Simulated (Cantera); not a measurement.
**Hydrocarbon pyrolysis for carbon deposition**

An isothermal, constant-pressure homogeneous reactor starts with CH4 : N2 = 1 : 65 (molar parts), at 1400 K and 0.00190 bar.

Cantera simulation using GRI-Mech 3.0 (53 species, 325 reactions); the numbers are that mechanism's predictions, not measurements. GRI-Mech 3.0 stops at C3 and has no aromatics, soot or wall deposition, so with more carbon than oxygen in the feed, carbon stays in small species such as C2H2 where larger ones or solid carbon would form. Radical loss at walls, strong at low pressure, is not modelled.

```
t (s)      x CH4       x H    x C2H2     x CH3    x C2H4     x HCN      x H2
--------  ------  --------  --------  --------  --------  --------  --------
3.00e-6   0.0152  3.28e-12    <1e-12  3.29e-12    <1e-12    <1e-12    <1e-12
1.70e-5   0.0152  1.85e-11    <1e-12  1.86e-11    <1e-12    <1e-12    <1e-12
9.59e-5   0.0152  1.03e-10    <1e-12  1.07e-10    <1e-12    <1e-12  2.07e-12
0.000542  0.0152  5.32e-10    <1e-12  6.56e-10    <1e-12    <1e-12  6.21e-11
0.00306   0.0152   1.90e-9    <1e-12   4.81e-9    <1e-12    <1e-12   1.46e-9
0.0173    0.0152   2.64e-9    <1e-12   3.53e-8    <1e-12    <1e-12   1.63e-8
0.0979    0.0152   2.65e-9    <1e-12   2.12e-7  7.26e-12    <1e-12   1.05e-7
0.554     0.0152   2.68e-9  6.54e-12   1.21e-6   1.36e-9    <1e-12   6.06e-7
3.13      0.0151   3.88e-9   6.83e-9   6.82e-6   2.41e-7    <1e-12   3.93e-6
17.7      0.0150   5.06e-8   7.12e-6   3.67e-5   3.54e-5  5.19e-12  0.000111
100       0.0111   1.77e-6   0.00168   6.41e-5  0.000272   7.31e-9   0.00561
```
x: mole fraction; the columns are a selection and need not sum to one.

Equilibrium at this temperature and pressure: CH4 5.09e-7, H 1.68e-5, C2H2 0.000886, CH3 7.65e-9, C2H4 3.10e-8, HCN 0.0132, H2 0.0224 (gas phase only).
